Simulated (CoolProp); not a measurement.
Benzene along the isobar 23 bar: fugacity coefficient from the reference equation and from simpler models built on Tc = 288.9 °C, pc = 49.06 bar, ω = 0.211; each cubic takes its own stable root.

Computed with CoolProp (reference Helmholtz-energy equation of state, Thol 2012).

```tsv
T (°C)	phase	reference
79.85	liquid	0.04548
85.25	liquid	0.05329
90.65	liquid	0.06206
96.05	liquid	0.07186
101.45	liquid	0.08276
106.85	liquid	0.09481
112.25	liquid	0.1081
117.65	liquid	0.1226
123.05	liquid	0.1385
128.45	liquid	0.1558
133.85	liquid	0.1744
139.25	liquid	0.1946
144.65	liquid	0.2162
150.05	liquid	0.2394
155.45	liquid	0.2642
```

Question: How far does each simpler model (Soave-Redlich-Kwong, Peng-Robinson) lie from the reference over these 15 states: mean and median of the absolute difference, and the worst?

Answer: 
- Soave-Redlich-Kwong: mean 1.3 %, median 1.3 %, worst +1.9 % at 155.45 °C and 23 bar
- Peng-Robinson: mean 0.3 %, median 0.3 %, worst +1.1 % at 79.85 °C and 23 bar
